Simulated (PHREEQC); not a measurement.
1 kg of water meets 20 L of dry gas (CO2 0.29, N2 0.71 by moles) at fixed total pressure, at 40 °C; fugacities by Peng-Robinson. The gases take part in no redox reaction, some water evaporates into the gas, and hydrates or a liquid gas phase aren't modelled. No solid was allowed to form.

All values are PHREEQC results (ion-association model, phreeqc.dat), not measurements.

```json
[
 {"P (atm)": "2", "dissolved CO2 (all carbonate carbon) (mol/kgw)": "0.0129", "φ of CO2": "0.992", "p of CO2 (atm)": "0.548"},
 {"P (atm)": "5", "dissolved CO2 (all carbonate carbon) (mol/kgw)": "0.0325", "φ of CO2": "0.980", "p of CO2 (atm)": "1.40"},
 {"P (atm)": "10", "dissolved CO2 (all carbonate carbon) (mol/kgw)": "(withheld)", "φ of CO2": "0.961", "p of CO2 (atm)": "2.82"},
 {"P (atm)": "30", "dissolved CO2 (all carbonate carbon) (mol/kgw)": "0.175", "φ of CO2": "0.890", "p of CO2 (atm)": "8.52"},
 {"P (atm)": "40", "dissolved CO2 (all carbonate carbon) (mol/kgw)": "0.223", "φ of CO2": "0.857", "p of CO2 (atm)": "11.4"},
 {"P (atm)": "50", "dissolved CO2 (all carbonate carbon) (mol/kgw)": "0.265", "φ of CO2": "0.826", "p of CO2 (atm)": "14.2"},
 {"P (atm)": "75", "dissolved CO2 (all carbonate carbon) (mol/kgw)": "0.354", "φ of CO2": "(withheld)", "p of CO2 (atm)": "21.4"},
 {"P (atm)": "100", "dissolved CO2 (all carbonate carbon) (mol/kgw)": "0.421", "φ of CO2": "0.693", "p of CO2 (atm)": "28.6"},
 {"P (atm)": "200", "dissolved CO2 (all carbonate carbon) (mol/kgw)": "0.561", "φ of CO2": "0.523", "p of CO2 (atm)": "57.5"},
 {"P (atm)": "300", "dissolved CO2 (all carbonate carbon) (mol/kgw)": "(withheld)", "φ of CO2": "0.435", "p of CO2 (atm)": "86.4"},
 {"P (atm)": "400", "dissolved CO2 (all carbonate carbon) (mol/kgw)": "0.644", "φ of CO2": "0.390", "p of CO2 (atm)": "115"}
]
```

Question: Complete the blanks.

Answer: 
- 10, dissolved CO2 (all carbonate carbon) (mol/kgw): 0.0640
- 75, φ of CO2: 0.755
- 300, dissolved CO2 (all carbonate carbon) (mol/kgw): 0.615

Complexes and solids missing from the database can't appear. Away from 25 °C the constants follow the database's enthalpies or fits; those with neither stay at their 25 °C values.
